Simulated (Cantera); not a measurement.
What does this Cantera script print?

```python
import numpy as np
import cantera as ct

gas_names = """
    N NO NO2 NO3 N2 N2O O O2 O3 Si SiN SiO SiO2 Si2 Si2N Si3
""".split()
cond_names = """
    Si(cr) Si(L) SiO2(Lqz) SiO2(hqz) SiO2(L) Si2N2O(s) Si3N4(a)
""".split()


def load(file, names, dense=False):
    # The tables refer to 1 bar. Condensed volumes are neglected.
    table = {s.name: s for s in ct.Species.list_from_file(file)}
    out = []
    for n in names:
        d = dict(table[n].input_data)
        d["thermo"] = dict(d["thermo"], **{"reference-pressure": 1e5})
        if dense:
            d["equation-of-state"] = {"model": "constant-volume", "density": "1e6 g/cm^3"}
        out.append(ct.Species.from_dict(d))
    return out


gas = ct.Solution(thermo="ideal-gas", species=load("nasa_gas.yaml", gas_names))
cond = {s.name: ct.Solution(thermo="fixed-stoichiometry", species=[s], name=s.name)
        for s in load("nasa_condensed.yaml", cond_names, dense=True)}
atoms = {
    'Si': {'Si': 1},
    'O2': {'O': 2},
    'N2': {'N': 2},
}
top_T = {'Si2N2O(s)': 2100, 'Si3N4(a)': 2400}  # K; cautious upper limits of use, not melting points


def equilibrate(T, P, feed):
    n = {}
    for name, mol in feed.items():
        for a, k in atoms[name].items():
            n[a] = n.get(a, 0.0) + k * mol
    gas.TPX = T, P, n
    mass = sum(n.values()) * gas.mean_molecular_weight
    gas.equilibrate("TP")
    valid = [c for c in cond.values() if c.min_temp <= T <= top_T.get(c.name, c.max_temp)]
    mix = ct.Mixture([(gas, mass / gas.mean_molecular_weight)] + [(c, 0.0) for c in valid])
    mix.T, mix.P = T, P
    mix.equilibrate("TP", solver="vcs", rtol=1e-11, max_steps=5000)
    return mix


results = []
feed = {'Si': 1, 'O2': 2, 'N2': 3.5}  # mol
T = 1925  # K
P = 10000  # Pa
mix = equilibrate(T, P, feed)
results.append((T, P, feed, dict(zip(mix.species_names, mix.species_moles))))
x = sorted(zip(gas.X, gas.species_names), reverse=True)
print(f"T = {T:g} K  P = {P:g} Pa  gas = {mix.phase_moles(0):.4g} mol")
print("   x: " + "  ".join(f"{s} {v:.3e}" for v, s in x if v > 1e-06))
print("   condensed (mol): " + ("  ".join(f"{mix.phase(i).name} {mix.phase_moles(i):.4g}"
      for i in range(1, mix.n_phases) if mix.phase_moles(i) > 1e-12) or "none"))
```

It prints:

```
T = 1925 K  P = 10000 Pa  gas = 4.501 mol
   x: N2 7.744e-01  O2 2.188e-01  NO 6.255e-03  O 5.442e-04  NO2 3.990e-06
   condensed (mol): SiO2(L) 1
```

Cantera equilibrium calculation (NASA polynomials, part measured and part estimated; ideal gas, pure solids and liquids). The tables hold silica as quartz up to 1696 K and as liquid above; real silica turns to tridymite and cristobalite and melts near 1996 K.
